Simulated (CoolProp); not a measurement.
Vapour-liquid equilibrium of R113 (1) + n-hexane (2) at 176 kPa; x and y are mole fractions of (1).

Model: multi-fluid Helmholtz-energy mixture model, Marx 1992 and Thol 2019; pair parameters Bell 2016, in CoolProp.

```tsv
x	bubble temperature (K)	y at the bubble point	dew temperature at overall composition x (K)	liquid density (mol/L)
0.05	358.3	0.104	359.5	6.947
0.2	352.7	0.342	356.1	7.088
0.35	348.6	0.512	352.6	7.220
0.5	345.5	0.645	348.9	7.350
0.65	342.9	0.757	345.3	7.481
0.8	340.8	0.861	342.0	7.618
0.95	339.0	0.965	339.2	7.760
```

No azeotrope shows between x = 0.05 and 0.95.

The pair parameters rest on a limited set of measurements; away from them the model extrapolates.
